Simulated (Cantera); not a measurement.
# Ignition delay

Mixture: CH₄ : O₂ : N₂ : H₂O = 1 : 2.6 : 15.3 : 0.85 (molar parts), at 2.30 bar, adiabatic and at constant volume. Ignition delay is the time to a rise of 400 K.

Cantera simulation using GRI-Mech 3.0 (53 species, 325 reactions); the numbers are that mechanism's predictions, not measurements.

| T0 (K) | delay (ms) |
|---|---|
| 1073 | 178 |
| 1123 | 85.8 |
| 1173 | 42.8 |
| 1223 | 22.0 |
| 1273 | 11.7 |
| 1323 | 6.32 |
| 1373 | 3.50 |

```json
{
 "apparent activation energy between 1273 and 1373 K": "170 kJ/mol"
}
```
